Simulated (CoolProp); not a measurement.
Properties of n-perfluorohexane along the isobar 81.5 bar.

Values from CoolProp's reference Helmholtz-energy equation of state, Gao 2022.

```csv
T (°C),phase,density (kg/m³),isothermal compressibility (1/MPa),expansivity (1/kK),fugacity coefficient
103.85,liquid,1493,0.005329,1.983,0.07302
109.85,liquid,1475,0.005772,[?],0.08270
115.95,liquid,[?],0.006272,2.095,[?]
122.05,liquid,1438,0.006829,2.157,0.1046
128.15,liquid,1419,0.007449,2.223,0.1167
134.25,liquid,1399,0.008140,2.292,0.1295
140.35,liquid,1380,0.008911,2.365,0.1430
146.45,liquid,1360,0.009770,2.442,[?]
152.55,liquid,1339,0.01073,2.523,0.1720
158.55,liquid,1319,0.01177,2.606,0.1871
164.65,liquid,1298,0.01296,2.694,0.2031
170.75,liquid,1276,0.01428,2.786,0.2196
176.85,supercritical,1254,0.01574,2.881,0.2365
```

### Question
Fill in the missing entries.

### Answer

- 109.85, expansivity (1/kK): 2.037
- 115.95, density (kg/m³): 1457
- 115.95, fugacity coefficient: 0.09329
- 146.45, fugacity coefficient: 0.1572
